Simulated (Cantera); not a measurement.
What does this Cantera script print?

```python
import numpy as np
import cantera as ct

gas = ct.Solution("gri30.yaml")
gas.TPX = 1625, 12000, {'CH4': 1, 'N2': 41}
reactor = ct.IdealGasConstPressureReactor(gas, energy="off", clone=False)
net = ct.ReactorNet([reactor])
net.rtol, net.atol = 1e-08, 1e-18
show = ['CH4', 'C2H6', 'CH2', 'C2H', 'C2H2', 'H', 'HCN']
times = np.geomspace(5e-05, 4, 14)

steps = ct.SolutionArray(gas, extra=["t"])
rows = []
print(f"{'t/s':>10s}{'T/K':>9s}{'P/Pa':>11s}" + "".join(f"{s:>11s}" for s in show))
for t in times:
    while net.time < t:
        t_next = net.step()
        steps.append(gas.state, t=t_next)
    rows.append([np.interp(t, steps.t, y) for y in (steps.T, steps.P, *steps(*show).X.T)])
    print(f"{t:10.3e}{rows[-1][0]:9.1f}{rows[-1][1]:11.4g}" + "".join(f"{x:11.3e}" for x in rows[-1][2:]))
rate = np.gradient(steps.T, steps.t)
print("integrator steps:", len(steps.t))
if steps.T.max() > steps.T[0] + 200:
    print(f"time of steepest temperature rise: {steps.t[rate.argmax()]:.4e} s")
gas.TPX = 1625, 12000, {'CH4': 1, 'N2': 41}
gas.equilibrate("TP")
print(f"equilibrium (TP): T = {gas.T:.1f} K  " + "  ".join(f"{s} {gas[s].X[0]:.3e}" for s in show))
```

Output:

```
       t/s      T/K       P/Pa        CH4       C2H6        CH2        C2H       C2H2          H        HCN
 5.000e-05   1625.0    1.2e+04  2.381e-02  3.343e-12  2.755e-12  5.358e-23  6.879e-16  1.128e-07  2.108e-16
 1.192e-04   1625.0    1.2e+04  2.381e-02  5.457e-11  1.567e-11  7.476e-21  3.670e-14  1.153e-07  1.391e-15
 2.840e-04   1625.0    1.2e+04  2.380e-02  7.742e-10  7.362e-11  7.771e-19  1.526e-12  1.155e-07  8.776e-15
 6.768e-04   1625.0    1.2e+04  2.380e-02  9.762e-09  3.464e-10  6.861e-17  5.519e-11  1.170e-07  5.814e-14
 1.613e-03   1625.0    1.2e+04  2.378e-02  1.056e-07  1.718e-09  5.614e-15  1.883e-09  1.258e-07  4.751e-13
 3.844e-03   1625.0    1.2e+04  2.373e-02  9.015e-07  8.547e-09  4.248e-13  6.284e-08  1.748e-07  4.316e-12
 9.161e-03   1625.0    1.2e+04  2.358e-02  5.736e-06  3.919e-08  2.049e-11  2.081e-06  4.418e-07  5.201e-11
 2.183e-02   1625.0    1.2e+04  2.270e-02  2.447e-05  1.412e-07  4.833e-10  6.566e-05  1.913e-06  1.360e-09
 5.203e-02   1625.0    1.2e+04  1.877e-02  3.401e-05  2.355e-07  5.980e-09  1.226e-03  7.596e-06  3.034e-08
 1.240e-01   1625.0    1.2e+04  1.281e-02  1.332e-05  1.571e-07  1.734e-08  4.820e-03  1.448e-05  1.693e-07
 2.955e-01   1625.0    1.2e+04  7.405e-03  4.332e-06  9.943e-08  2.698e-08  7.834e-03  2.136e-05  4.865e-07
 7.043e-01   1625.0    1.2e+04  3.445e-03  1.039e-06  5.626e-08  3.600e-08  9.886e-03  2.823e-05  1.074e-06
 1.678e+00   1625.0    1.2e+04  1.358e-03  1.826e-07  2.671e-08  4.283e-08  1.094e-02  3.352e-05  1.891e-06
 4.000e+00   1625.0    1.2e+04  5.109e-04  2.792e-08  1.119e-08  4.654e-08  1.137e-02  3.641e-05  2.768e-06
integrator steps: 1232
equilibrium (TP): T = 1625.0 K  CH4 7.297e-06  C2H6 8.162e-12  CH2 1.713e-10  C2H 6.161e-09  C2H2 1.462e-03  H 3.829e-05  HCN 2.032e-02
```

Cantera simulation using GRI-Mech 3.0 (53 species, 325 reactions); the numbers are that mechanism's predictions, not measurements. GRI-Mech 3.0 stops at C3 and has no aromatics, soot or wall deposition, so with more carbon than oxygen in the feed, carbon stays in small species such as C2H2 where larger ones or solid carbon would form.
